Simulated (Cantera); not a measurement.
A closed system holds: 1 mol C2F6, 6 mol H2, 0.014 mol Cl2, equilibrated at 8.60 mbar.

These are equilibrium values from Cantera (NASA tables, ideal gas, pure condensed phases), not measurements of a reactor. Candidate condensed phases: C, C6H6, C7H8, C8H18; 118 gas species. The feed counts by its element totals alone. Kinetics and transport are ignored.

Q: What share of the C ends up in condensed phases as a function of T (°C), at 1177, 1377, 1577, 1777, 1977, 2177, 2377, 2577, 2777?

A: 
| T (°C) | C condensed (%) | as |
|---|---|---|
| 1177 | 100.0 | C(graphite) |
| 1377 | 100.0 | C(graphite) |
| 1577 | 99.9 | C(graphite) |
| 1777 | 99.7 | C(graphite) |
| 1977 | 99.1 | C(graphite) |
| 2177 | 97.7 | C(graphite) |
| 2377 | 94.9 | C(graphite) |
| 2577 | 80.2 | C(graphite) |
| 2777 | 0.0 | - |
